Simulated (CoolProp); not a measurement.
Decamethylcyclopentasiloxane (D5) along the isotherm 346.85 °C: density (kg/m³) from the reference equation and from simpler models built on Tc = 345.1 °C, pc = 1.078 MPa, ω = 0.631; each cubic takes its own stable root.

Model: reference Helmholtz-energy equation of state, Thol 2019, in CoolProp.

```tsv
p (MPa)	phase	reference
0.00511	gas	0.3682
0.00826	gas	0.5957
0.0133	gas	0.9608
0.0216	gas	1.565
0.0348	gas	2.532
0.0563	gas	4.126
0.0909	gas	6.743
0.147	gas	11.13
0.237	gas	18.57
0.383	gas	31.97
0.619	gas	58.75
1	gas	142.2
1.62	supercritical	495.7
```

Task: How far does each simpler model (ideal gas, van der Waals, Redlich-Kwong, Soave-Redlich-Kwong, Peng-Robinson) lie from the reference over these 13 states: mean and median of the absolute difference, and the worst?

Result: 
- ideal gas: mean 14.2 %, median 3.0 %, worst -76.5 % at 346.85 °C and 1.62 MPa
- van der Waals: mean 4.3 %, median 0.5 %, worst -32.9 % at 346.85 °C and 1.62 MPa
- Redlich-Kwong: mean 2.2 %, median 0.1 %, worst -19.1 % at 346.85 °C and 1.62 MPa
- Soave-Redlich-Kwong: mean 2.3 %, median 0.1 %, worst -19.5 % at 346.85 °C and 1.62 MPa
- Peng-Robinson: mean 1.1 %, median 0.2 %, worst -10.8 % at 346.85 °C and 1.62 MPa
